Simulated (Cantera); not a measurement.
# Transport properties of process gases

Gas mixture: O2 : N2 = 0.41 : 0.64 (molar parts), at 1700 Pa, frozen composition.

Cantera's kinetic-theory transport with the Lennard-Jones parameters of GRI-Mech 3.0, ideal gas; thermal conductivity in the mixture-averaged form.

```json
[
 {"T (K)": "400", "ρ (kg/m³)": "0.0151", "cp (J/kg/K)": "1002", "μ (µPa s)": "23.6", "λ (mW/m/K)": "33.2", "Pr": "0.713", "D (cm²/s) NH3": "22.9", "D (cm²/s) N2": "20.6", "D (cm²/s) CH3": "22.4"},
 {"T (K)": "500", "ρ (kg/m³)": "0.0121", "cp (J/kg/K)": "1021", "μ (µPa s)": "27.7", "λ (mW/m/K)": "39.8", "Pr": "0.709", "D (cm²/s) NH3": "34.6", "D (cm²/s) N2": "30.2", "D (cm²/s) CH3": "33.1"},
 {"T (K)": "600", "ρ (kg/m³)": "0.0101", "cp (J/kg/K)": "1044", "μ (µPa s)": "31.3", "λ (mW/m/K)": "46.3", "Pr": "0.706", "D (cm²/s) NH3": "48.1", "D (cm²/s) N2": "41.2", "D (cm²/s) CH3": "45.2"},
 {"T (K)": "700", "ρ (kg/m³)": "0.00864", "cp (J/kg/K)": "1068", "μ (µPa s)": "34.8", "λ (mW/m/K)": "52.6", "Pr": "0.706", "D (cm²/s) NH3": "63.3", "D (cm²/s) N2": "53.4", "D (cm²/s) CH3": "58.7"},
 {"T (K)": "800", "ρ (kg/m³)": "0.00756", "cp (J/kg/K)": "1093", "μ (µPa s)": "38.0", "λ (mW/m/K)": "58.8", "Pr": "0.707", "D (cm²/s) NH3": "80.0", "D (cm²/s) N2": "66.9", "D (cm²/s) CH3": "73.6"},
 {"T (K)": "900", "ρ (kg/m³)": "0.00672", "cp (J/kg/K)": "1116", "μ (µPa s)": "41.1", "λ (mW/m/K)": "64.7", "Pr": "0.708", "D (cm²/s) NH3": "98.2", "D (cm²/s) N2": "81.4", "D (cm²/s) CH3": "89.7"},
 {"T (K)": "1000", "ρ (kg/m³)": "0.00605", "cp (J/kg/K)": "1136", "μ (µPa s)": "44.0", "λ (mW/m/K)": "70.5", "Pr": "0.709", "D (cm²/s) NH3": "118", "D (cm²/s) N2": "97.1", "D (cm²/s) CH3": "107"},
 {"T (K)": "1100", "ρ (kg/m³)": "0.00550", "cp (J/kg/K)": "1152", "μ (µPa s)": "46.8", "λ (mW/m/K)": "76.1", "Pr": "0.708", "D (cm²/s) NH3": "139", "D (cm²/s) N2": "114", "D (cm²/s) CH3": "126"}
]
```
D: mixture-averaged diffusion coefficient of that species in the mixture.
